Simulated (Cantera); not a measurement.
**Ignition delay**

Mixture: 1.77 % C3H8, 14.0 % O2, 84.2 % N2, at 64000 Pa, adiabatic and at constant pressure. Ignition delay is the time to a rise of 400 K.

Detailed kinetics in Cantera: GRI-Mech 3.0 (53 species, 325 reactions). GRI-Mech 3.0 was tuned for natural gas; its chemistry of propane as a main component is partial and can be far from experiment.

```
T0 (K)  delay (ms)
------  ----------
1150          27.8
1200          9.41
1250          3.53
1300          1.48
1350         0.692
1400         0.360
1450         0.207
1500         0.130
1550        0.0888
1600        0.0665
```

| Item | Result |
|---|---|
| apparent activation energy between 1500 and 1600 K | 130 kJ/mol |
